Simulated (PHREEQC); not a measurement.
## Brine: speciation

Consider water at 39 °C with 1.4 mol KCl, 0.67 mol CaCl2 and 0.24 mol MgCl2 per kg of water. Closed to the air; pH follows from the charge balance.

Computed with PHREEQC (Pitzer model, pitzer.dat).

No solid was allowed to form.

Q: Predict the activity of water.

A: activity of water 0.900.

Away from 25 °C the constants follow the database's enthalpies or fits; those with neither stay at their 25 °C values.
